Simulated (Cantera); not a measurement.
Cantera run:

```python
import numpy as np
import cantera as ct

gas_names = """
    NO2 NO CO2 TaO2
""".split()
cond_names = """
    TaC(s) TaC(L)
""".split()


# ... load() reads the species with a 1 bar reference pressure and builds the phases ...
species = {s.name: s for s in load("nasa_gas.yaml", gas_names) + load("nasa_condensed.yaml", cond_names)}
# Each term lists the table entries of one substance; the one whose range holds T is used.
reactions = {
    '4 NO2(g) + TaC = 4 NO(g) + CO2(g) + TaO2(g)':
        [(-4, ['NO2']), (-1, ['TaC(s)', 'TaC(L)']), (4, ['NO']), (1, ['CO2']), (1, ['TaO2'])],
}


def pick(names, T):
    return next(species[n] for n in names if species[n].thermo.min_temp <= T <= species[n].thermo.max_temp)


results = []
for label, terms in reactions.items():
    print(label)
    print("     T/K   dH/kJ  dS/(J/K)   dG/kJ   log10 K")
    for T in [300, 2475, 2500, 2525, 2550, 2575, 2600, 2625, 2650]:
        used = [(nu, pick(names, T)) for nu, names in terms]
        dH = sum(nu * s.thermo.h(T) for nu, s in used) / 1e6
        dS = sum(nu * s.thermo.s(T) for nu, s in used) / 1e3
        dG = dH - T * dS / 1e3
        logK = -dG * 1e6 / (ct.gas_constant * T * np.log(10))
        results.append((label, T, dH, dS, dG, logK, [s.name for _, s in used]))
        print(f"{T:8g} {dH:8.1f} {dS:8.1f} {dG:8.1f} {logK:8.2f}")
```

It prints:

```
4 NO2(g) + TaC = 4 NO(g) + CO2(g) + TaO2(g)
     T/K   dH/kJ  dS/(J/K)   dG/kJ   log10 K
     300   -221.9    334.1   -322.1    56.09
    2475   -262.6    308.8  -1027.0    21.67
    2500   -263.5    308.5  -1034.7    21.62
    2525   -264.3    308.2  -1042.4    21.56
    2550   -265.1    307.8  -1050.1    21.51
    2575   -266.0    307.5  -1057.8    21.46
    2600   -266.8    307.2  -1065.5    21.41
    2625   -267.7    306.9  -1073.2    21.35
    2650   -268.5    306.5  -1080.8    21.30
```

Source: NASA polynomial tables (part measured, part estimated), evaluated in Cantera. TaC: taken at fixed stoichiometry. Condensed species are held in their standard states even where they would react or evaporate.
